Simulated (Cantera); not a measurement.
Input (Python, Cantera) and output of one run.

```python
import numpy as np
import cantera as ct

gas_names = """
    C CN CO CO2 C2 CCN CNC C2N2 C2O C3 C3O2 C4 C4N2 C5 N NCO NO NO2 NO3 N2 N2O O O2 O3 Si SiC SiC2 SiN
    SiO SiO2 Si2 Si2C Si2N Si3
""".split()
cond_names = """
    C(gr) Si(cr) Si(L) SiC(b) SiO2(Lqz) SiO2(hqz) SiO2(L) Si2N2O(s) Si3N4(a)
""".split()


# ... load() reads the species with a 1 bar reference pressure and builds the phases ...
atoms = {
    'SiC': {'Si': 1, 'C': 1},
    'O2': {'O': 2},
    'N2': {'N': 2},
}
top_T = {'C(gr)': 4500, 'SiC(b)': 3050, 'Si2N2O(s)': 2100, 'Si3N4(a)': 2400}  # K; cautious upper limits of use, not melting points


# ... equilibrate(T, P, feed) seeds the gas with the atoms and calls Mixture.equilibrate('TP', solver="vcs", rtol=1e-11, max_steps=5000) ...
results = []
feed = {'SiC': 1, 'O2': 0.01, 'N2': 13}  # mol
P = 9800  # Pa
for T in [1098, 1148, 1198, 1248, 1298, 1348, 1398, 1448, 1498, 1548, 1598, 1648, 1698, 1748]:
    mix = equilibrate(T, P, feed)
    results.append((T, P, feed, dict(zip(mix.species_names, mix.species_moles))))
    x = sorted(zip(gas.X, gas.species_names), reverse=True)
    print(f"T = {T:g} K  P = {P:g} Pa  gas = {mix.phase_moles(0):.4g} mol")
    print("   x: " + "  ".join(f"{s} {v:.3e}" for v, s in x if v > 1e-06))
    print("   condensed (mol): " + ("  ".join(f"{mix.phase(i).name} {mix.phase_moles(i):.4g}"
          for i in range(1, mix.n_phases) if mix.phase_moles(i) > 1e-12) or "none"))
```

Result:

```
T = 1098 K  P = 9800 Pa  gas = 12.34 mol
   x: N2 1.000e+00
   condensed (mol): C(gr) 1  Si2N2O(s) 0.02  Si3N4(a) 0.32
T = 1148 K  P = 9800 Pa  gas = 12.34 mol
   x: N2 1.000e+00
   condensed (mol): C(gr) 1  Si2N2O(s) 0.02  Si3N4(a) 0.32
T = 1198 K  P = 9800 Pa  gas = 12.34 mol
   x: N2 1.000e+00
   condensed (mol): C(gr) 1  Si2N2O(s) 0.01999  Si3N4(a) 0.32
T = 1248 K  P = 9800 Pa  gas = 12.34 mol
   x: N2 1.000e+00  CO 2.070e-06
   condensed (mol): C(gr) 1  Si2N2O(s) 0.01997  Si3N4(a) 0.32
T = 1298 K  P = 9800 Pa  gas = 12.34 mol
   x: N2 1.000e+00  CO 7.015e-06
   condensed (mol): C(gr) 0.9999  Si2N2O(s) 0.01991  Si3N4(a) 0.3201
T = 1348 K  P = 9800 Pa  gas = 12.34 mol
   x: N2 1.000e+00  CO 2.168e-05
   condensed (mol): C(gr) 0.9997  Si2N2O(s) 0.01973  Si3N4(a) 0.3202
T = 1398 K  P = 9800 Pa  gas = 12.34 mol
   x: N2 9.999e-01  CO 6.170e-05
   condensed (mol): C(gr) 0.9992  Si2N2O(s) 0.01924  Si3N4(a) 0.3205
T = 1448 K  P = 9800 Pa  gas = 12.34 mol
   x: N2 9.998e-01  CO 1.632e-04
   condensed (mol): C(gr) 0.998  Si2N2O(s) 0.01798  Si3N4(a) 0.3213
T = 1498 K  P = 9800 Pa  gas = 12.34 mol
   x: N2 9.996e-01  CO 4.039e-04
   condensed (mol): C(gr) 0.995  Si2N2O(s) 0.01501  Si3N4(a) 0.3233
T = 1548 K  P = 9800 Pa  gas = 13.01 mol
   x: N2 9.990e-01  CO 1.024e-03  SiO 3.266e-06
   condensed (mol): SiC(b) 0.9867  Si2N2O(s) 0.006638
T = 1598 K  P = 9800 Pa  gas = 13.01 mol
   x: N2 9.989e-01  CO 1.056e-03  SiO 1.181e-05
   condensed (mol): SiC(b) 0.9863  Si2N2O(s) 0.006115  Si3N4(a) 0.0004489
T = 1648 K  P = 9800 Pa  gas = 13.01 mol
   x: N2 9.985e-01  CO 1.494e-03  SiO 4.370e-05
   condensed (mol): SiC(b) 0.9806  Si3N4(a) 0.006287
T = 1698 K  P = 9800 Pa  gas = 13.01 mol
   x: N2 9.985e-01  CO 1.434e-03  SiO 1.034e-04
   condensed (mol): SiC(b) 0.9813  Si3N4(a) 0.005768
T = 1748 K  P = 9800 Pa  gas = 13.01 mol
   x: N2 9.985e-01  CO 1.316e-03  SiO 2.215e-04  Si 1.665e-06
   condensed (mol): SiC(b) 0.9829  Si3N4(a) 0.004736
```

Method: chemical equilibrium by Gibbs-energy minimisation in Cantera with the NASA 1993 tables (ideal gas, pure condensed phases). N2 is the only nitrogen source here; it is nearly inert below about 1500 K, so the nitride shown seldom forms there in practice. Mutual solubility and eutectic melting of coexisting phases are not modelled.
